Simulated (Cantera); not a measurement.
Charge: 1 mol Fe₂O₃, 3 mol HCl, held at 800 K and 0.160 bar.

Equilibrium computed with Cantera from the NASA thermochemical tables; the gas is ideal and each condensed phase is pure. Condensed phases not in the tables: FeOCl. The numbers say what is thermodynamically allowed, not how fast it happens.

| species | before | after |
|---|---|---|
| HCl | 0.962 | 0.936 |
| H₂O | 0.0241 | 0.0375 |
| FeCl₃ | 0.0110 | 0.0217 |
| Cl | 2.89e-7 | 1.55e-5 |
| FeCl₂ | 0.000284 | 0.00258 |
| Cl₂ | 0.000153 | 0.00131 |
| Fe₂Cl₆ | 0.00240 | 0.000362 |
| Fe₂Cl₄ | 1.11e-5 | 3.10e-5 |
| Fe₂O₃(s), mol | 0.976 | 0.963 |
Gas species are given as mole fractions.

Question: What was changed between the two runs?
A. 0.045 mol H₂O added
B. temperature from 800 K to 775 K
C. temperature from 800 K to 1675 K
D. temperature from 800 K to 948.15 K

Answer: D, temperature from 800 K to 948.15 K
